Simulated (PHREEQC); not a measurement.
Consider water at 25 °C with 0.0025 mol/kgw HF, 0.038 mol/kgw KF and 4.9e-06 mol/kgw H4SiO4. Closed to the air; pH follows from the charge balance.

All values are PHREEQC results (ion-association model, wateq4f.dat), not measurements.

This is a speciation only: nothing precipitates in the calculation.

**Question.** Estimate the pH.

**Answer.** pH 4.35.

**Question.** In which forms is F present?

**Answer.** F- 93 %, HF 5.2 %, HF2- 1.5 % of the F.

Species that the database lacks are ignored. SiF6-2 is the database's only silicon fluoride.
